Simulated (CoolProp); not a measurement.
The fluid at 298.15 K and 0.31 MPa (gas) is heated at constant pressure to 338.1 K. The same conditions are run with several fluids, on thermodynamics alone (safety and materials aside).

Model: reference Helmholtz-energy equation of state of each fluid (methane: Setzmann 1991; R410A: Lemmon 2003; normal hydrogen: Leachman 2009; nitrogen: Span 2000; propane: Lemmon 2009), in CoolProp. Blends and air are pseudo-pure fits.

Task: Rank methane, R410A, normal hydrogen, nitrogen, propane by heat (kJ/kg), highest first.

Result: normal hydrogen (574), methane (91.6), propane (72.3), nitrogen (41.7), R410A (35.0)

```
fluid            final density (kg/m³)
---------------  ---------------------
methane                           1.77
R410A                             8.21
normal hydrogen                  0.222
nitrogen                          3.09
propane                           5.03
```
